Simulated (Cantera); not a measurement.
A freely propagating, adiabatic, planar premixed flame of H2 : O2 : N2 : H2O = 1 : 0.549 : 1.98 : 0.14 (molar parts), equivalence ratio 0.91, unburnt at 600 K and 7050 Torr; mixture-averaged transport, grid criteria slope 0.08 and curve 0.16, no radiation.

Model: the H2/O2 subset of GRI-Mech 3.0, which has no nitrogen chemistry, integrated in Cantera. The hydrogen kinetics of GRI-Mech 3.0 are dated; newer H2 mechanisms differ, most at raised pressure. Burning velocities carry a grid error of a few per cent, more on coarse grids.

How do the results move with these cheaper or finer settings: unity-Lewis-number transport; multicomponent transport; multicomponent+Soret transport; grid criteria slope 0.5, curve 1; grid criteria slope 0.25, curve 0.5; grid criteria slope 0.03, curve 0.06?


```
setting                               laminar burning velocity  thermal thickness  peak x(H2O2)  peak x(H)  grid points
------------------------------------  ------------------------  -----------------  ------------  ---------  -----------
as above                                              446 cm/s          0.0273 mm      0.000195     0.0138          109
unity-Lewis-number transport                          426 cm/s          0.0233 mm       9.43e-5     0.0226          103
multicomponent transport                              446 cm/s          0.0271 mm      0.000193     0.0139          109
multicomponent+Soret transport                        405 cm/s          0.0272 mm      0.000206     0.0126          109
grid criteria slope 0.5, curve 1                      514 cm/s          0.0330 mm      0.000177     0.0138           40
grid criteria slope 0.25, curve 0.5                   456 cm/s          0.0292 mm      0.000204     0.0136           51
grid criteria slope 0.03, curve 0.06                  445 cm/s          0.0269 mm      0.000193     0.0140          240
```
Unity Lewis numbers drop preferential diffusion, which matters most where H2 and H carry the flame; Soret adds thermal diffusion.
